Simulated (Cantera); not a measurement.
## Stirred combustor or abatement burner

A perfectly stirred reactor is fed with 28.7 % H2, 14.9 % O2, 56.2 % N2, 0.215 % NO, at 668 Torr; it is adiabatic with a 475 K inlet, and is followed from long to short residence time, starting on the burning branch (τ in s: 0.31, 0.14, 0.068, 0.031, 0.015, 0.0068, 0.0032, 0.0015, 0.00069, 0.00032, 0.00015, 7e-05).

Computed with Cantera and GRI-Mech 3.0 (53 species, 325 reactions). The mechanism lacks 2 NO + O2 → 2 NO2 and HONO, so NO2 and the effect of NO are under-described below about 1400 K.

```
τ (s)    T (K)    x H2    x O2     x NO   x N2    x OH   x H2O2
-------  -----  ------  ------  -------  -----  ------  -------
0.31      2439  0.0144  0.0107  0.00413  0.647  0.0104  1.87e-7
0.14      2438  0.0145  0.0108  0.00404  0.647  0.0105  1.87e-7
0.068     2434  0.0148  0.0110  0.00387  0.647  0.0106  1.88e-7
0.031     2426  0.0155  0.0114  0.00360  0.647  0.0110  1.89e-7
0.015     2412  0.0168  0.0121  0.00330  0.646  0.0116  1.91e-7
0.0068    2381  0.0193  0.0133  0.00297  0.644  0.0126  1.96e-7
0.0032    2331  0.0230  0.0150  0.00273  0.642  0.0140  2.10e-7
0.0015    2254  0.0280  0.0175  0.00257  0.638  0.0156  2.45e-7
0.00069   2148  0.0338  0.0206  0.00248  0.632  0.0168  3.20e-7
0.00032   2020  0.0392  0.0242  0.00244  0.626  0.0170  4.72e-7
0.00015   1876  0.0439  0.0282  0.00240  0.618  0.0160  7.95e-7
7.0e-5    1717  0.0485  0.0332  0.00236  0.610  0.0138  1.51e-6
```
x: mole fraction; the columns are a selection and need not sum to one.
